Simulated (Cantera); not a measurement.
Feed: 1 mol B₂O₃, 0.17 mol O₂, 49 mol H₂, 0.56 mol N₂, at 1.33 mbar.

Method: chemical equilibrium by Gibbs-energy minimisation in Cantera with the NASA 1993 tables (ideal gas, pure condensed phases). Candidate condensed phases: B, BN, B₂O₃, B₃O₃H₃, H₂O; 39 gas species. Equilibrium is a limit: real reactors are often held back by kinetics, nucleation or transport.

**Question.** What share of the B ends up in condensed phases as a function of T (K), at 1075, 1125, 1175, 1225, 1275, 1325, 1375, 1425, 1475, 1525, 1575, 1625, 1675, 1725?

**Answer.** 
```csv
T (K),B condensed (%),as
1075,99.4,B₂O₃(l)
1125,98.5,B₂O₃(l)
1175,96.9,B₂O₃(l)
1225,93.8,B₂O₃(l)
1275,88.8,B₂O₃(l)
1325,81.0,B₂O₃(l)
1375,68.5,B₂O₃(l)
1425,43.8,B₂O₃(l)
1475,0.0,-
1525,0.0,-
1575,0.0,-
1625,0.0,-
1675,0.0,-
1725,0.0,-
```
